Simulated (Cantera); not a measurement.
What does this Cantera script print?

```python
import numpy as np
import cantera as ct

gas = ct.Solution("gri30.yaml")
gas.TPX = 423, 120000, {'CH4': 1, 'CO': 0.082, 'O2': 2.04, 'N2': 8.57, 'H2O': 0.081}
flame = ct.FreeFlame(gas, width=0.035)
flame.set_refine_criteria(ratio=3, slope=0.08, curve=0.16)
flame.transport_model = "mixture-averaged"
flame.solve(loglevel=0, auto=True)
z, T = flame.grid, flame.T
thick = (T[-1] - T[0]) / np.gradient(T, z).max()
show = ['CH4', 'CO', 'O2', 'NO', 'H2O', 'C2H']
print(f"laminar burning velocity  {flame.velocity[0] * 100:.3f} cm/s")
print(f"burnt temperature         {T[-1]:.1f} K")
print(f"thermal thickness         {thick * 1e3:.4f} mm")
print(f"grid points               {len(z)}")
z0 = z[flame.heat_release_rate.argmax()]
print(f"{'z/mm':>9s}{'T/K':>9s}{'u/(m/s)':>9s}" + "".join(f"{s:>11s}" for s in show))
rows = []
for k in (-3, -2, -1.5, -1, -0.5, -0.25, 0, 0.25, 0.5, 1, 2, 4, 8):
    zz = z0 + k * thick
    rows.append([k * thick, np.interp(zz, z, T), np.interp(zz, z, flame.velocity),
                 *(np.interp(zz, z, flame.X[gas.species_index(s)]) for s in show)])
    print(f"{rows[-1][0] * 1e3:9.3f}{rows[-1][1]:9.1f}{rows[-1][2]:9.3f}" + "".join(f"{x:11.3e}" for x in rows[-1][3:]))
```

Output:

```
laminar burning velocity  51.471 cm/s
burnt temperature         2205.6 K
thermal thickness         0.3986 mm
grid points               154
     z/mm      T/K  u/(m/s)        CH4         CO         O2         NO        H2O        C2H
   -1.196    423.1    0.515  8.487e-02  6.963e-03  1.732e-01  1.266e-10  6.900e-03  1.322e-28
   -0.797    424.8    0.518  8.464e-02  6.977e-03  1.729e-01  1.775e-09  7.140e-03  2.497e-25
   -0.598    431.8    0.527  8.404e-02  7.078e-03  1.722e-01  1.003e-08  8.108e-03  4.420e-23
   -0.399    490.8    0.602  8.028e-02  8.191e-03  1.679e-01  1.160e-07  1.537e-02  3.237e-19
   -0.199    887.4    1.102  5.708e-02  1.839e-02  1.365e-01  2.046e-06  5.701e-02  1.325e-12
   -0.100   1299.0    1.626  3.139e-02  3.185e-02  9.762e-02  5.054e-06  9.731e-02  1.134e-09
    0.000   1684.5    2.118  6.888e-03  4.428e-02  5.254e-02  9.903e-06  1.361e-01  8.654e-08
    0.100   1836.3    2.302  3.672e-04  3.949e-02  2.815e-02  1.577e-05  1.518e-01  4.837e-08
    0.199   1885.6    2.353  9.269e-06  3.074e-02  2.060e-02  1.938e-05  1.543e-01  1.397e-09
    0.399   1945.0    2.413  1.025e-08  2.307e-02  1.640e-02  2.315e-05  1.558e-01  8.912e-13
    0.797   2013.4    2.488  1.648e-13  1.907e-02  1.344e-02  2.801e-05  1.595e-01  6.875e-18
    1.594   2080.7    2.561  1.231e-16  1.592e-02  1.063e-02  3.511e-05  1.641e-01  2.367e-23
    3.189   2135.3    2.619  4.778e-17  1.267e-02  8.103e-03  4.540e-05  1.679e-01  9.401e-24
```

Cantera simulation using GRI-Mech 3.0 (53 species, 325 reactions); the numbers are that mechanism's predictions, not measurements. Burning velocities carry a grid error of a few per cent, more on coarse grids.
